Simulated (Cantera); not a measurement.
Charge: 1 mol SiH4, a varied amount of H2O, 50 mol N2, at 1000 K and 1.00 Torr.

Cantera equilibrium calculation (NASA polynomials, part measured and part estimated; ideal gas, pure solids and liquids). Candidate condensed phases: H2O, Si, SiO2, Si2N2O, Si3N4; 35 gas species. N2 is the only nitrogen source here; it is nearly inert below about 1500 K, so the nitride shown seldom forms there in practice. The numbers say what is thermodynamically allowed, not how fast it happens.

x: gas mole fraction; n: condensed amount in mol.

```json
[
 {"n(H2O) (mol)": "0.44", "x N2": "0.953", "x H2O": "<1e-12", "x H2": "0.0470", "x H": "1.35e-8", "x NH3": "___", "n Si2N2O(s)": "0.440", "n Si3N4(s)": "0.0400", "n SiO2(β-quartz)": "0"},
 {"n(H2O) (mol)": "0.66", "x N2": "0.949", "x H2O": "8.25e-7", "x H2": "0.0509", "x H": "1.40e-8", "x NH3": "___", "n Si2N2O(s)": "0.447", "n Si3N4(s)": "0", "n SiO2(β-quartz)": "0.107"},
 {"n(H2O) (mol)": "1", "x N2": "0.943", "x H2O": "9.20e-7", "x H2": "0.0570", "x H": "1.48e-8", "x NH3": "___", "n Si2N2O(s)": "0.333", "n Si3N4(s)": "0", "n SiO2(β-quartz)": "0.333"},
 {"n(H2O) (mol)": "1.5", "x N2": "0.934", "x H2O": "1.06e-6", "x H2": "0.0656", "x H": "1.59e-8", "x NH3": "___", "n Si2N2O(s)": "0.167", "n Si3N4(s)": "0", "n SiO2(β-quartz)": "0.667"},
 {"n(H2O) (mol)": "2.3", "x N2": "0.921", "x H2O": "0.00552", "x H2": "0.0737", "x H": "1.69e-8", "x NH3": "1.49e-8", "n Si2N2O(s)": "0", "n Si3N4(s)": "0", "n SiO2(β-quartz)": "1.00"},
 {"n(H2O) (mol)": "3.4", "x N2": "0.903", "x H2O": "0.0253", "x H2": "0.0722", "x H": "1.67e-8", "x NH3": "1.43e-8", "n Si2N2O(s)": "0", "n Si3N4(s)": "0", "n SiO2(β-quartz)": "1.00"},
 {"n(H2O) (mol)": "5.1", "x N2": "0.876", "x H2O": "0.0543", "x H2": "0.0701", "x H": "1.65e-8", "x NH3": "1.35e-8", "n Si2N2O(s)": "0", "n Si3N4(s)": "0", "n SiO2(β-quartz)": "1.00"},
 {"n(H2O) (mol)": "7.7", "x N2": "0.838", "x H2O": "0.0955", "x H2": "0.0670", "x H": "1.61e-8", "x NH3": "___", "n Si2N2O(s)": "0", "n Si3N4(s)": "0", "n SiO2(β-quartz)": "1.00"},
 {"n(H2O) (mol)": "12", "x N2": "0.781", "x H2O": "0.156", "x H2": "0.0625", "x H": "1.55e-8", "x NH3": "___", "n Si2N2O(s)": "0", "n Si3N4(s)": "0", "n SiO2(β-quartz)": "1.00"},
 {"n(H2O) (mol)": "17", "x N2": "0.725", "x H2O": "0.217", "x H2": "0.0580", "x H": "1.50e-8", "x NH3": "___", "n Si2N2O(s)": "0", "n Si3N4(s)": "0", "n SiO2(β-quartz)": "1.00"},
 {"n(H2O) (mol)": "26", "x N2": "0.641", "x H2O": "0.308", "x H2": "0.0513", "x H": "1.41e-8", "x NH3": "___", "n Si2N2O(s)": "0", "n Si3N4(s)": "0", "n SiO2(β-quartz)": "1.00"}
]
```

Question: Fill in the missing entries.

Answer: 
- 0.44, x NH3: 7.72e-9
- 0.66, x NH3: 8.69e-9
- 1, x NH3: 1.02e-8
- 1.5, x NH3: 1.26e-8
- 7.7, x NH3: 1.23e-8
- 12, x NH3: 1.07e-8
- 17, x NH3: 9.22e-9
- 26, x NH3: 7.22e-9
